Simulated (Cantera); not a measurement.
Input: 1 mol Si, 8.2 mol Br2, 0.56 mol H2, at 500 K and 0.620 bar.

Equilibrium computed with Cantera from the NASA thermochemical tables; the gas is ideal and each condensed phase is pure. Candidate condensed phases: Br2, Si; 19 gas species. Rates play no part.

Base state: Br2 0.727, HBr 0.144, SiBr4 0.129 (mole fractions); condensed: gas only.

Problem. What changes in the equilibrium state with this change: H2 from 0.56 to 1.6 mol?

Solution. 
| species | before | after |
|---|---|---|
| Br2 | 0.727 | 0.523 |
| HBr | 0.144 | 0.364 |
| SiBr4 | 0.129 | 0.114 |

Problem. What changes in the equilibrium state with this change: Br2 from 8.2 to 1.8 mol?

Solution. 
```
species     before     after
----------  ------  --------
SiBr4        0.129     0.605
H2           <1e-9     0.376
SiHBr3       <1e-9    0.0184
Br2          0.727     <1e-9
HBr          0.144   9.32e-6
SiH2Br2      <1e-9  0.000255
Si(s), mol       0    0.0931
```
